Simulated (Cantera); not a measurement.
Input: 1 mol SiCl₄, 2.4 mol NH₃, at 8.40e-5 bar.

Equilibrium computed with Cantera from the NASA thermochemical tables; the gas is ideal and each condensed phase is pure. Candidate condensed phases: NH₄Cl, Si, Si₃N₄; 28 gas species. The tables' values for SiCl₃ are old estimates; treat these amounts as uncertain. Kinetics and transport are ignored. All values below are at 998 K.

Base state: HCl 0.515, H₂ 0.336, N₂ 0.112, SiCl₄ 0.0356, SiCl₃ 0.000513, SiCl₂ 0.000182, SiHCl₃ 0.000161 (mole fractions); condensed: Si₃N₄(s).

Task: What changes in the equilibrium state with this change: SiCl₄ replaced by SiHCl₃?

Result: 
```tsv
species	before	after
H₂	0.336	0.450
HCl	0.515	0.442
N₂	0.112	0.0956
SiCl₄	0.0356	0.0120
SiCl₃	0.000513	0.000233
SiHCl₃	0.000161	8.45e-5
SiCl₂	0.000182	0.000111
Si₃N₄(s), mol	0.260	0.308
```

Task: What changes in the equilibrium state with this change: 0.3 mol HF added?

Result: 
| species | before | after |
|---|---|---|
| HCl | 0.515 | 0.503 |
| H₂ | 0.336 | 0.340 |
| N₂ | 0.112 | 0.113 |
| SiF₄ | 0 | 0.0117 |
| SiCl₄ | 0.0356 | 0.0314 |
| HF | 0 | 0.000384 |
| SiF₃ | 0 | 2.45e-5 |
| SiHF₃ | 0 | 2.16e-5 |
| SiCl₃ | 0.000513 | 0.000467 |
| Si₃N₄(s), mol | 0.260 | 0.240 |
The tables' values for SiCl₃, SiF₃ are old estimates; treat these amounts as uncertain.
